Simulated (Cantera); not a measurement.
A Cantera script and its output.

```python
import numpy as np
import cantera as ct

gas = ct.Solution("h2o2.yaml")
gas.TPX = 750, 100000, {'H2': 1, 'O2': 0.417, 'N2': 1.57, 'H2O': 0.064}
inlet = ct.Reservoir(gas, clone=True)
gas.equilibrate("HP")  # start burning
reactor = ct.IdealGasConstPressureReactor(gas, energy="on", clone=False)
exhaust = ct.Reservoir(gas, clone=True)
tau = [0.051, 0.017, 0.006, 0.0021, 0.00071, 0.00025, 8.5e-05, 2.9e-05, 1e-05, 3.5e-06][0]
for a, b in ((inlet, reactor), (reactor, exhaust)):
    ct.MassFlowController(a, b, mdot=lambda t: reactor.mass / tau)
net = ct.ReactorNet([reactor])
show = ['H2', 'O2', 'H2O', 'O', 'HO2', 'H2O2']

rows = []
print(f"{'tau/s':>10s}{'T/K':>9s}" + "".join(f"{s:>11s}" for s in show))
for tau in [0.051, 0.017, 0.006, 0.0021, 0.00071, 0.00025, 8.5e-05, 2.9e-05, 1e-05, 3.5e-06]:
    net.initial_time = 0.0
    net.advance(30 * tau)
    before = gas.X
    net.advance(40 * tau)
    drift = np.max(np.abs(gas.X - before) / (gas.X + 1e-9))
    rows.append([gas.T, *gas[show].X, drift])
    print(f"{tau:10.3e}{gas.T:9.1f}" + "".join(f"{x:11.3e}" for x in gas[show].X))
```

It prints:

```
     tau/s      T/K         H2         O2        H2O          O        HO2       H2O2
 5.100e-02   2569.1  6.716e-02  1.832e-03  3.219e-01  9.282e-04  8.989e-07  1.140e-07
 1.700e-02   2556.7  6.762e-02  2.083e-03  3.204e-01  1.053e-03  1.011e-06  1.211e-07
 6.000e-03   2526.6  6.869e-02  2.701e-03  3.168e-01  1.374e-03  1.279e-06  1.358e-07
 2.100e-03   2460.8  7.092e-02  4.106e-03  3.091e-01  2.159e-03  1.859e-06  1.621e-07
 7.100e-04   2337.8  7.447e-02  6.818e-03  2.959e-01  3.842e-03  3.042e-06  2.131e-07
 2.500e-04   2166.0  7.795e-02  1.067e-02  2.794e-01  6.405e-03  5.228e-06  3.320e-07
 8.500e-05   1949.9  8.037e-02  1.577e-02  2.613e-01  9.465e-03  9.329e-06  6.713e-07
 2.900e-05   1715.6  8.412e-02  2.300e-02  2.422e-01  1.165e-02  1.705e-05  1.624e-06
 1.000e-05   1460.5  1.134e-01  4.161e-02  2.055e-01  1.046e-02  3.875e-05  3.551e-06
 3.500e-06    750.0  3.278e-01  1.367e-01  2.098e-02  9.281e-17  1.844e-14 -6.506e-19
```

Detailed kinetics in Cantera: the H2/O2 subset of GRI-Mech 3.0, which has no nitrogen chemistry.
